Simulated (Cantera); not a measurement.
A closed system holds: 1 mol CH3F, 0.22 mol F2, 4.5 mol H2, equilibrated at 0.900 Torr.

Method: chemical equilibrium by Gibbs-energy minimisation in Cantera with the NASA 1993 tables (ideal gas, pure condensed phases). Candidate condensed phases: C, C6H6, C7H8, C8H18; 95 gas species. Kinetics and transport are ignored.

Over these rows the condensed part is C(graphite). Partial pressures as log10 of bar:

```json
[
 {"T (K)": "1000", "1000/T (1/K)": "1.0000", "log p CH4": "-7.07", "log p H2": "-3.03", "log p HF": "-3.59"},
 {"T (K)": "1100", "1000/T (1/K)": "0.9091", "log p CH4": "?", "log p H2": "-3.03", "log p HF": "-3.59"},
 {"T (K)": "1200", "1000/T (1/K)": "0.8333", "log p CH4": "-7.85", "log p H2": "-3.03", "log p HF": "-3.59"},
 {"T (K)": "1300", "1000/T (1/K)": "0.7692", "log p CH4": "-8.16", "log p H2": "-3.03", "log p HF": "-3.59"},
 {"T (K)": "1400", "1000/T (1/K)": "0.7143", "log p CH4": "-8.42", "log p H2": "-3.03", "log p HF": "-3.59"},
 {"T (K)": "1500", "1000/T (1/K)": "0.6667", "log p CH4": "-8.64", "log p H2": "-3.03", "log p HF": "-3.59"}
]
```

Q: Fit log p(CH4) = a + b·(1000/T) to the five rows, give the apparent enthalpy, and predict the row at 1100 K.

A: Means: 1000/T = 0.7967, log p = -8.028. Sxy = 0.316767, Sxx = 0.0671165, so b = 4.72 and a = -8.028 − (4.72)×0.7967 = -11.79.
Apparent enthalpy: −19.145 × (4.72) = -90 kJ/mol. With the condensed phases at unit activity, C(graphite) + 2 H2(g) = CH4(g) links this pressure to the main gases: over the six rows their terms move log p by +0.00 in all, so the slope is close to that reaction's ΔH°. The five rows lie within 0.01 of the line.
Prediction at 1100 K: -11.79 + (4.72)×0.9091 = -7.50. The computed value is -7.50, 0.00 from the line.
